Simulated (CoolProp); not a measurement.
Computed with CoolProp (reference Helmholtz-energy equation of state, Akasaka 2023).

Give the vapour pressure (bar), liquid density (kg/m³), vapour density (kg/m³), liquid cp (kJ/(kg K)) of saturated R1336mzz(E) at -63.15, -53.05 °C.


```tsv
T (°C)	p (bar)	liquid density (kg/m³)	vapour density (kg/m³)	liquid cp (kJ/(kg K))
-63.15	0.0157	1550	0.148	1.18
-53.05	0.0351	1530	0.316	1.18
```
